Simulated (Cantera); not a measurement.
Charge: 1 mol PbO, 14 mol H₂, 7.3 mol H₂O, equilibrated at 1802 °C.

These are equilibrium values from Cantera (NASA tables, ideal gas, pure condensed phases), not measurements of a reactor. Candidate condensed phases: H₂O, Pb, PbO, PbO₂, Pb₃O₄; 12 gas species. Gases not in the tables: (PbO)n polymers. Equilibrium is a limit: real reactors are often held back by kinetics, nucleation or transport.

x: gas mole fraction; nothing condenses.

```tsv
P (Pa)	x H₂	x H₂O	x H	x Pb	x OH	x O
10	0.448	0.314	0.178	0.0401	0.0142	[?]
100	0.536	0.354	0.0616	0.0432	0.00465	[?]
1000	0.568	0.366	0.0201	0.0442	0.00148	[?]
10000	0.578	0.370	0.00640	0.0445	0.000468	[?]
100000	0.582	0.371	0.00203	0.0446	0.000148	[?]
1000000	0.583	0.372	0.000643	0.0445	4.68e-5	[?]
```

What belongs in the gaps?


- 10, x O: 0.00406
- 100, x O: 0.000384
- 1000, x O: 3.75e-5
- 10000, x O: 3.72e-6
- 100000, x O: 3.71e-7
- 1000000, x O: 3.71e-8
